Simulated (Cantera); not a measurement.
A perfectly stirred reactor is fed with NO : N₂ = 1 : 3.3 (molar parts), at 1.38 atm; it is held at 2150 K, and followed from long to short residence time.

Model: GRI-Mech 3.0 (53 species, 325 reactions), integrated in Cantera.

### Question
What does this change do: pressure from 1.38 atm to 0.0158 atm?

### Answer
```tsv
quantity	before	after
x(NO) at τ = 3.30 s	0.0250	0.111
x(N₂O) at τ = 3.30 s	8.47e-7	3.58e-6
x(O₂) at τ = 3.30 s	0.103	0.0585
x(N₂) at τ = 3.30 s	0.871	0.826
x(O) at τ = 3.30 s	0.000536	0.00368
x(NO) at τ = 19.0 ms	0.218	0.232
x(N₂O) at τ = 19.0 ms	2.48e-5	1.79e-5
x(O₂) at τ = 19.0 ms	0.00697	1.83e-5
x(N₂) at τ = 19.0 ms	0.774	0.767
x(O) at τ = 19.0 ms	0.000184	8.53e-5
```
Radical loss at walls, strong at low pressure, is not modelled.

### Question
What does this change do: pressure from 1.38 atm to 0.132 atm?

### Answer
```csv
quantity,before,after
x(NO) at τ = 3.30 s,0.0250,0.0535
x(N₂O) at τ = 3.30 s,8.47e-7,1.23e-6
x(O₂) at τ = 3.30 s,0.103,0.0886
x(N₂) at τ = 3.30 s,0.871,0.856
x(O) at τ = 3.30 s,0.000536,0.00161
x(NO) at τ = 19.0 ms,0.218,0.230
x(N₂O) at τ = 19.0 ms,2.48e-5,2.41e-5
x(O₂) at τ = 19.0 ms,0.00697,0.000817
x(N₂) at τ = 19.0 ms,0.774,0.768
x(O) at τ = 19.0 ms,0.000184,0.000342
```
